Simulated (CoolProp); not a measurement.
Saturation properties of CH2F2 (R32) (Tc = 351.3 K, pc = 5.783 MPa, ω = 0.277).

The numbers come from the reference Helmholtz-energy equation of state, Tillner-Roth 1997 in CoolProp.

| T (K) | p (MPa) | liquid cp (kJ/(kg K)) | liquid viscosity (µPa s) |
|---|---|---|---|
| 266.3 | 0.6490 | 1.712 | 166 |
| 269.6 | ? | 1.727 | 159 |
| 272.8 | 0.8040 | ? | 153 |
| 276 | 0.8899 | 1.761 | ? |
| 279.3 | 0.9856 | ? | 141 |
| 282.5 | 1.086 | 1.801 | 136 |
| 285.8 | 1.197 | 1.825 | 130 |
| 289 | 1.312 | 1.850 | ? |
| 292.3 | 1.440 | 1.878 | 120 |
| 295.5 | 1.573 | 1.909 | ? |
| 298.8 | 1.719 | 1.944 | 111 |
| 302 | 1.871 | 1.982 | 106 |

Some entries are withheld; supply them.


- 269.6, p (MPa): 0.7246
- 272.8, liquid cp (kJ/(kg K)): 1.743
- 276, liquid viscosity (µPa s): 147
- 279.3, liquid cp (kJ/(kg K)): 1.780
- 289, liquid viscosity (µPa s): 125
- 295.5, liquid viscosity (µPa s): 115

It boils at 221.5 K under 1 atm.

Viscosity comes from a separate model (Bell 2016), an estimate that may be off by 10 % or more.
